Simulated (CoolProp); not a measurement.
Toluene along the isotherm 159.95 °C: fugacity coefficient from the reference equation and from simpler models built on Tc = 318.6 °C, pc = 4.126 MPa, ω = 0.266; each cubic takes its own stable root.

Values from CoolProp's reference Helmholtz-energy equation of state, Lemmon 2006. It is a short technical equation, of lower accuracy than the large ones.

```tsv
p (MPa)	phase	reference	Soave-Redlich-Kwong	Peng-Robinson
0.476	liquid	0.6616	0.6738	0.6660
0.952	liquid	0.3364	0.3433	0.3386
1.43	liquid	___	0.2329	0.2292
1.9	liquid	0.1743	0.1786	0.1753
2.38	liquid	0.1415	0.1453	0.1423
2.86	liquid	0.1197	0.1232	0.1204
3.33	liquid	0.1045	0.1078	0.1051
3.81	liquid	0.09292	0.09597	0.09341
4.29	liquid	0.08391	___	0.08435
4.76	liquid	0.07688	0.07971	0.07726
5.24	liquid	0.07101	0.07377	0.07135
5.71	liquid	0.06624	0.06894	0.06654
6.19	liquid	0.06213	0.06478	___
```

Task: Complete the blanks.

Result: 
- 1.43, reference: 0.2278
- 4.29, Soave-Redlich-Kwong: 0.08684
- 6.19, Peng-Robinson: 0.06239
